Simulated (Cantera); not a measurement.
A Cantera script and its output.

```python
import numpy as np
import cantera as ct

gas = ct.Solution("gri30.yaml")


def delay(T, t_max=10):
    gas.TPX = T, 80000, {'CH4': 1, 'O2': 2.86, 'N2': 11.1, 'CO2': 0.36}
    reactor = ct.IdealGasReactor(gas, clone=False)
    net = ct.ReactorNet([reactor])
    net.rtol, net.atol = 1e-8, 1e-16
    while net.time < t_max:
        t_old, T_old = net.time, reactor.T
        net.step()
        if reactor.T > T + 400:  # ignition: a rise of 400 K
            return t_old + (T + 400 - T_old) / (reactor.T - T_old) * (net.time - t_old)
    return np.nan


taus = []
for T in [1125, 1225, 1325, 1425, 1525, 1625, 1725, 1825, 1925, 2025]:
    taus.append(delay(T))
    print(f"T0 = {T:6g} K   tau = {taus[-1]:.4e} s")
```

Result:

```
T0 =   1125 K   tau = 1.4714e-01 s
T0 =   1225 K   tau = 3.3008e-02 s
T0 =   1325 K   tau = 8.6807e-03 s
T0 =   1425 K   tau = 2.6848e-03 s
T0 =   1525 K   tau = 9.8854e-04 s
T0 =   1625 K   tau = 4.2871e-04 s
T0 =   1725 K   tau = 2.1134e-04 s
T0 =   1825 K   tau = 1.1461e-04 s
T0 =   1925 K   tau = 6.6896e-05 s
T0 =   2025 K   tau = 4.1404e-05 s
```

Computed with Cantera and GRI-Mech 3.0 (53 species, 325 reactions).
